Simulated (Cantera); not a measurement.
# Thermodynamics of nitride etching, feed AlN + O2 + H2

Charge: 1 mol AlN, 17 mol O2, 0.47 mol H2, equilibrated at 0.308 Torr.

Method: chemical equilibrium by Gibbs-energy minimisation in Cantera with the NASA 1993 tables (ideal gas, pure condensed phases). Candidate condensed phases: Al, AlN, Al2O3, H2O; 35 gas species. Rates play no part.

| T (K) | log p O2 | log p N2 | log p H2O | log p O | log p OH | n Al2O3(s) |
|---|---|---|---|---|---|---|
| 873 | -3.41 | -4.92 | -4.95 | -13.43 | -10.83 | 0.500 |
| 948 | -3.41 | -4.92 | -4.95 | -12.23 | -10.06 | 0.500 |
| 1023 | -3.41 | -4.92 | -4.95 | -11.21 | -9.40 | 0.500 |
| 1098 | -3.41 | -4.92 | -4.95 | -10.33 | -8.84 | 0.500 |
| 1173 | -3.41 | -4.92 | -4.95 | -9.56 | -8.34 | 0.500 |
| 1248 | -3.41 | -4.92 | -4.95 | -8.88 | -7.91 | 0.500 |
| 1323 | -3.41 | -4.92 | -4.95 | -8.28 | -7.52 | 0.500 |
| 1398 | -3.41 | -4.92 | -4.95 | -7.74 | -7.18 | 0.500 |
| 1473 | -3.41 | -4.92 | -4.95 | -7.26 | -6.87 | 0.500 |
| 1548 | -3.41 | -4.92 | -4.95 | -6.82 | -6.59 | 0.500 |
| 1623 | -3.41 | -4.93 | -4.95 | -6.43 | -6.34 | 0.500 |
| 1698 | -3.41 | -4.93 | -4.96 | -6.07 | -6.11 | 0.500 |
| 1773 | -3.42 | -4.93 | -4.97 | -5.74 | -5.90 | 0.500 |
| 1848 | -3.42 | -4.94 | -4.99 | -5.43 | -5.72 | 0.500 |
log p: log10 of the partial pressure in bar; n: condensed amount in mol.

From 873 K to 1848 K the condensed part is Al2O3(s).
